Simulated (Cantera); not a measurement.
A closed system holds: 1 mol Si, 0.0039 mol O₂, 58 mol N₂, held at 2198.15 K and 0.550 Pa.

Cantera equilibrium calculation (NASA polynomials, part measured and part estimated; ideal gas, pure solids and liquids). Candidate condensed phases: Si, SiO₂, Si₂N₂O, Si₃N₄; 16 gas species. Kinetics and transport are ignored.

Question: What is the equilibrium state?

Answer: 
* **x(N₂)**: 0.983
* **x(Si)**: 0.0168
* **x(SiO)**: 0.000132
* **x(SiN)**: 6.62e-6
* **x(N)**: 5.15e-6
* **gas amount**: 59.00 mol
* **log10 activity of Si(l) (absent)**: -3.59
